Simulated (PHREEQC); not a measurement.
Consider water at 25 °C with 0.01 mol/kgw HF, 0.12 mol/kgw NH4HF2, 0.00069 mol/kgw H2SiF6 and 0.00089 mol/kgw H2SO4. Closed to the air; pH follows from the charge balance.

All values are PHREEQC results (ion-association model, wateq4f.dat), not measurements.

```json
[
 {"quantity": "pH", "before": "3.12", "after": "3.12"},
 {"quantity": "F- (mol/kgw)", "before": "0.0909", "after": "0.0224"},
 {"quantity": "HF (mol/kgw)", "before": "0.0751", "after": "0.0215"},
 {"quantity": "HF2- (mol/kgw)", "before": "0.0269", "after": "0.00186"},
 {"quantity": "H2F2 (mol/kgw)", "before": "0.0151", "after": "0.00121"},
 {"quantity": "SI of Quartz (SiO2)", "before": "-10.33", "after": "-7.52"}
]
```

Q: Name the change that produced these shifts.
A. H2SO4 replaced by Li2SO4 at the same molality
B. diluted 5-fold with water
C. H2SiF6 from 0.00069 to 0.0069 mol/kgw

A: B, diluted 5-fold with water

No solid was allowed to form. wateq4f.dat counts part of the HF as a dimer, H2F2, which phreeqc.dat doesn't know; its constant is uncertain. SiF6-2 is the database's only silicon fluoride.
